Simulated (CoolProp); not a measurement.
A single-stage vapour-compression cycle with carbonyl sulfide: evaporating at 257.15 K (dew point), condensing at 285.15 K (bubble point), superheat 2 K, subcooling 5 K, compressor efficiency 0.75, no pressure losses. Each further row changes one setting.

Values from CoolProp's reference Helmholtz-energy equation of state, Lemmon 2006. It is a short technical equation, of lower accuracy than the large ones.

```tsv
case	cooling COP	pressure ratio	discharge temperature (K)	refrigerating effect (kJ/kg)	volumetric capacity (kJ/m³)
as stated	6.27	2.34	323.9	256	3010
evaporating temperature 262.15 K	7.91	1.98	316.3	258	3550
condensing temperature 280.15 K	7.78	2.03	312.8	263	3090
subcooling 10 K	6.43	2.34	323.9	263	3090
superheat 12 K	6.16	2.34	335.6	264	2950
compressor efficiency 0.65	5.43	2.34	331.8	256	3010
```
